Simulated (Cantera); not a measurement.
Feed: 1 mol Si, 24 mol HCl, 42 mol N2, held at 1.00 Torr.

Method: chemical equilibrium by Gibbs-energy minimisation in Cantera with the NASA 1993 tables (ideal gas, pure condensed phases). Candidate condensed phases: NH4Cl, Si, Si3N4; 28 gas species. The tables' values for SiCl3 are old estimates; treat these amounts as uncertain. Rates play no part. All values below are at 1248 K.

Base state: N2 0.645, HCl 0.311, H2 0.0287, SiCl4 0.0126, SiCl3 0.00147, SiCl2 0.00123, SiHCl3 4.10e-5, Cl 2.01e-5 (mole fractions); condensed: gas only.

Problem. What changes in the equilibrium state with this change: pressure from 1.00 Torr to 7.50 Torr?

Solution. 
```tsv
species	before	after
N2	0.645	0.646
HCl	0.311	0.309
H2	0.0287	0.0302
SiCl4	0.0126	0.0145
SiCl2	0.00123	0.000202
Cl	2.01e-5	7.10e-6
```
